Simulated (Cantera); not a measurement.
## Diamond growth

A diamond (100) surface in a fixed gas of H2 with x(CH4) = 0.0031, x(H) = 0.00056, x(CH3) = 8.4e-05, 27.0 Torr; coverages are run to steady state.

Computed with Cantera and the Harris–Goodwin 1993 mechanism for the reconstructed diamond (100) surface.

```json
[
 {"T (K)": "925", "growth (µm/h)": "0.880", "θ c6HH": "0.593", "θ c6H*": "0.0107", "θ c6*H": "0.276", "θ c6**": "0.00435", "θ c6HM": "0.0908"},
 {"T (K)": "1000", "growth (µm/h)": "0.962", "θ c6HH": "0.564", "θ c6H*": "0.0168", "θ c6*H": "0.345", "θ c6**": "0.00768", "θ c6HM": "0.0487"},
 {"T (K)": "1075", "growth (µm/h)": "0.561", "θ c6HH": "0.536", "θ c6H*": "0.0242", "θ c6*H": "0.406", "θ c6**": "0.0119", "θ c6HM": "0.0144"},
 {"T (K)": "1150", "growth (µm/h)": "0.266", "θ c6HH": "0.501", "θ c6H*": "0.0314", "θ c6*H": "0.446", "θ c6**": "0.0159", "θ c6HM": "0.00282"},
 {"T (K)": "1225", "growth (µm/h)": "0.193", "θ c6HH": "0.474", "θ c6H*": "0.0382", "θ c6*H": "0.466", "θ c6**": "0.0190", "θ c6HM": "0.000524"},
 {"T (K)": "1300", "growth (µm/h)": "0.162", "θ c6HH": "0.460", "θ c6H*": "0.0443", "θ c6*H": "0.474", "θ c6**": "0.0210", "θ c6HM": "0.000102"},
 {"T (K)": "1375", "growth (µm/h)": "0.0841", "θ c6HH": "0.458", "θ c6H*": "0.0496", "θ c6*H": "0.470", "θ c6**": "0.0219", "θ c6HM": "2.13e-5"}
]
```
θ: site fractions in the mechanism's names (c6HH fully hydrogenated, c6H* and c6*H radical sites, c6** diradical, c6HM methylated).
